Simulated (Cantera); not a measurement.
## Thermodynamics of aluminium nitride and oxide growth, feed Al + H₂O + N₂

Feed: 1 mol Al, 4.1 mol H₂O, 7.4 mol N₂, at 0.000130 bar.

These are equilibrium values from Cantera (NASA tables, ideal gas, pure condensed phases), not measurements of a reactor. Candidate condensed phases: Al, AlN, Al₂O₃, H₂O; 35 gas species. Equilibrium is a limit: real reactors are often held back by kinetics, nucleation or transport.

From 1250 K to 1925 K the condensed part is Al₂O₃(s).

```tsv
T (K)	log p N₂	log p H₂O	log p H₂	log p H	n Al₂O₃(s)
1250	-4.08	-4.53	-4.77	-8.70	0.500
1325	-4.08	-4.53	-4.77	-8.17	0.500
1400	-4.08	-4.53	-4.77	-7.70	0.500
1475	-4.08	-4.53	-4.77	-7.27	0.500
1550	-4.08	-4.53	-4.77	-6.89	0.500
1625	-4.08	-4.53	-4.77	-6.54	0.500
1700	-4.08	-4.53	-4.78	-6.22	0.500
1775	-4.08	-4.54	-4.79	-5.93	0.500
1850	-4.08	-4.54	-4.80	-5.67	0.500
1925	-4.09	-4.55	-4.81	-5.43	0.500
```
log p: log10 of the partial pressure in bar; n: condensed amount in mol.
